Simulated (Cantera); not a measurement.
## Equilibrium for chlorosilane synthesis and conversion: Si + HCl + H2

Input: 1 mol Si, 3.3 mol HCl, 13 mol H2, held at 1425 °C and 27.0 bar.

Method: chemical equilibrium by Gibbs-energy minimisation in Cantera with the NASA 1993 tables (ideal gas, pure condensed phases). Candidate condensed phases: Si; 19 gas species. The tables' values for SiCl3 are old estimates; treat these amounts as uncertain. Gases not in the tables: Si2H6 and higher silanes. Kinetics and transport are ignored.

| Property | Result |
|---|---|
| x(H2) | 0.873 |
| x(HCl) | 0.0745 |
| x(SiCl2) | 0.0228 |
| x(SiHCl3) | 0.0115 |
| x(SiCl3) | 0.00767 |
| x(SiCl4) | 0.00510 |
| x(SiH2Cl2) | 0.00453 |
| x(SiH3Cl) | 0.000541 |
| x(H) | 2.60e-5 |
| n(Si(l)) | 0.170 mol |
| gas amount | 15.89 mol |
